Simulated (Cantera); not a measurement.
Charge: 1 mol SiH4, 1.5 mol HCl, 4 mol N2, at 2600 Pa.

Equilibrium computed with Cantera from the NASA thermochemical tables; the gas is ideal and each condensed phase is pure. Candidate condensed phases: NH4Cl, Si, Si3N4; 28 gas species. N2 is the only nitrogen source here; it is nearly inert below about 1500 K, so the nitride shown seldom forms there in practice. Rates play no part. All values below are at 627 °C.

Base state: N2 0.491, H2 0.301, HCl 0.203, SiCl4 0.00420, SiHCl3 1.77e-5 (mole fractions); condensed: Si3N4(s).

Question: What changes in the equilibrium state with this change: SiH4 replaced by Si3H8?

Answer: 
| species | before | after |
|---|---|---|
| H2 | 0.301 | 0.537 |
| N2 | 0.491 | 0.268 |
| HCl | 0.203 | 0.194 |
| SiCl4 | 0.00420 | 0.00164 |
| SiHCl3 | 1.77e-5 | 1.29e-5 |
| Si3N4(s), mol | 0.324 | 0.996 |
The feed counts by its element totals alone.
